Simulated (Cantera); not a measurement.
Moist CO burnout

A perfectly stirred reactor is fed with 2.33 % CO, 5.30 % O₂, 12.0 % H₂O, 80.3 % N₂, at 10.0 bar; it is held at 875 K, and followed from long to short residence time.

Computed with Cantera and GRI-Mech 3.0 (53 species, 325 reactions).

```csv
τ (s),x CO,x O₂,x H₂O,x NO₂,x N₂O,x OH
18,0.0136,0.0483,0.121,<1e-12,8.40e-9,9.10e-10
6.8,0.0182,0.0506,0.121,<1e-12,3.83e-9,9.22e-10
2.5,0.0213,0.0521,0.121,<1e-12,1.37e-9,8.07e-10
0.92,0.0228,0.0528,0.121,<1e-12,3.79e-10,5.46e-10
0.34,0.0232,0.0530,0.120,<1e-12,7.90e-11,2.56e-10
0.13,0.0233,0.0530,0.120,<1e-12,1.60e-11,9.29e-11
0.046,0.0233,0.0530,0.120,<1e-12,3.64e-12,2.85e-11
0.017,0.0233,0.0530,0.120,<1e-12,1.13e-12,1.00e-11
0.0063,0.0233,0.0530,0.120,<1e-12,<1e-12,4.06e-12
0.0023,0.0233,0.0530,0.120,<1e-12,<1e-12,1.95e-12
0.00086,0.0233,0.0530,0.120,<1e-12,<1e-12,1.19e-12
```
x: mole fraction; the columns are a selection and need not sum to one.
